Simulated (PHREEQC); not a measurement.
## Acid mine or pickling water

Model water analysis in mg/L, 44 °C, pH 3.64, pe 12.3: Na 2030; K 825; Ca 57.4; Mg 171; Cl 1760; S(6) as SO4 3720; Cu(2) 11; Fe(3) 4.21.

Valence states are taken as typed.

The numbers come from PHREEQC with the ion-association model, phreeqc.dat.

Each row changes one thing in this solution. No solid was allowed to form.

```
case                                               ionic strength (mol/kgw)  Na+ (mol/kgw)  SO4-2 (mol/kgw)  K+ (mol/kgw)  NaSO4- (mol/kgw)  MgSO4 (mol/kgw)  SI of Gypsum (CaSO4:2H2O)  SI of Halite (NaCl)
-------------------------------------------------  ------------------------  -------------  ---------------  ------------  ----------------  ---------------  -------------------------  -------------------
as made                                                               0.146         0.0848           0.0283        0.0197           0.00425          0.00380                      -0.96                -4.21
temperature from 44 to 60 °C at the same typed pH                     0.143         0.0847           0.0274        0.0194           0.00434          0.00424                      -0.95                -4.23
Mg from 171 to 85.5 mg/L                                              0.145         0.0846           0.0298        0.0196           0.00447          0.00194                      -0.94                -4.21
all concentrations times 3 at the same typed pH                       0.416          0.250           0.0735        0.0572            0.0223           0.0130                      -0.40                -3.34
```

Species that the database lacks are ignored. Some of these states are supersaturated (in Jarosite-K, Hematite (slow to form), for instance). Constants without temperature data keep their 25 °C values here.
